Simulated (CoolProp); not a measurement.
Vapour-liquid equilibrium of n-hexane (1) + ethylbenzene (2) at 391 K; x and y are mole fractions of (1).

The numbers come from the multi-fluid Helmholtz-energy mixture model, Thol 2019 and Zhou 2012; pair parameters Bell 2016 in CoolProp.

```
x     bubble pressure (kPa)  y at the bubble point  dew pressure at overall composition x (kPa)  liquid density (mol/L)
----  ---------------------  ---------------------  -------------------------------------------  ----------------------
0.05                  81.23                  0.286                                        63.14                   7.295
0.15                  119.8                  0.556                                        69.72                   7.225
0.25                  154.7                  0.687                                        77.81                   7.152
0.35                  187.0                  0.767                                        87.97                   7.076
0.45                  217.3                  0.823                                        101.1                   6.998
0.55                  246.5                  0.866                                        118.6                   6.917
0.65                  275.2                  0.901                                        143.1                   6.833
0.75                  304.1                  0.932                                        179.2                   6.745
0.85                  333.6                  0.960                                        235.0                   6.654
0.95                  364.5                  0.987                                        322.5                   6.558
```

No azeotrope shows between x = 0.05 and 0.95.

Pair parameters are fitted to limited data, so mixtures are less certain than the pure fluids.
